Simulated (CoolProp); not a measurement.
Vapour-liquid equilibrium of propane (1) + R113 (2) at 258.4 K; x and y are mole fractions of (1).

Computed with CoolProp (multi-fluid Helmholtz-energy mixture model, Lemmon 2009 and Marx 1992; pair parameters Bell 2016).

```
x     bubble pressure (kPa)  y at the bubble point  dew pressure at overall composition x (kPa)  liquid density (mol/L)
----  ---------------------  ---------------------  -------------------------------------------  ----------------------
0.05                  26.06                  0.741                                        7.368                   8.974
0.15                  62.27                  0.900                                        8.223                   9.260
0.25             (withheld)                  0.941                                        9.300                   9.561
0.35                  125.5                  0.959                                        10.70              (withheld)
0.45             (withheld)                  0.970                                        12.60              (withheld)
0.55                  178.3                  0.978                                        15.32              (withheld)
0.65                  202.6                  0.984                                        19.53                   10.94
0.75                  226.8                  0.988                                        26.92                   11.33
0.85                  251.9                  0.993                                        43.28                   11.75
0.95                  279.3                  0.998                                        108.6                   12.19
```

Task: Fill in the missing entries.

Result: 
- 0.25, bubble pressure (kPa): 95.44
- 0.35, liquid density (mol/L): 9.877
- 0.45, bubble pressure (kPa): 152.9
- 0.45, liquid density (mol/L): 10.21
- 0.55, liquid density (mol/L): 10.56

No azeotrope shows between x = 0.05 and 0.95.

Pair parameters are fitted to limited data, so mixtures are less certain than the pure fluids.
